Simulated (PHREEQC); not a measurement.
Synthetic water in mg/L, 25 °C, pH 3.33, pe 9.9: Na 243; K 1.02; Ca 203; Mg 70.5; Cl 94; S(6) as SO4 1180; Fe(3) 2.27.

Valence states are taken as typed.

The numbers come from PHREEQC with the ion-association model, wateq4f.dat.

Each row changes one thing in this solution. No solid was allowed to form.

```tsv
case	ionic strength (mol/kgw)	SO4-2 (mol/kgw)	Ca+2 (mol/kgw)	Mg+2 (mol/kgw)	HSO4- (mol/kgw)	FeOH+2 (mol/kgw)	SI of Gypsum (CaSO4:2H2O)	SI of Jarosite-K (KFe3(SO4)2(OH)6)
as made	0.0359	0.00912	0.00345	0.00186	0.000249	1.02e-5	-0.51	+0.56
S(6) from 1180 to 590 mg/L	0.0281	[?]	0.00407	0.00225	[?]	1.47e-5	-0.72	+0.52
temperature from 25 to 50 °C at the same typed pH	[?]	0.00848	0.00332	0.00151	0.000416	1.36e-5	-0.53	+0.84
```

Q: Fill in the missing entries.

A: 
- S(6) from 1180 to 590 mg/L, SO4-2 (mol/kgw): 0.00423
- S(6) from 1180 to 590 mg/L, HSO4- (mol/kgw): 0.000121
- temperature from 25 to 50 °C at the same typed pH, ionic strength (mol/kgw): 0.0338

Some of these states are supersaturated (in Jarosite-K, Hematite (slow to form), for instance). At this temperature some constants are extrapolated from 25 °C, and those without enthalpy data are left unchanged.
